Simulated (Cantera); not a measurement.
Feed: 1 mol PbO, 0.1 mol CO, 97 mol H2, held at 1177 °C and 130000 Pa.

Method: chemical equilibrium by Gibbs-energy minimisation in Cantera with the NASA 1993 tables (ideal gas, pure condensed phases). Candidate condensed phases: C, C6H6, C7H8, C8H18, H2O, Pb, PbO, PbO2, Pb3O4; 113 gas species. The numbers say what is thermodynamically allowed, not how fast it happens.

Question: What is the equilibrium state?

Answer: 
```json
{
  "x(H2)": "0.979",
  "x(H2O)": "0.0102",
  "x(Pb)": "0.0102",
  "x(CO)": "0.00101",
  "x(H)": "8.21e-6",
  "x(CO2)": "4.44e-6",
  "x(Pb2)": "2.73e-6",
  "x(CH4)": "1.30e-6",
  "gas_amount": "98.10 mol",
  "log10 activity of Pb(l) (absent)": "-0.05",
  "log10 activity of C(graphite) (absent)": "-3.50"
}
```
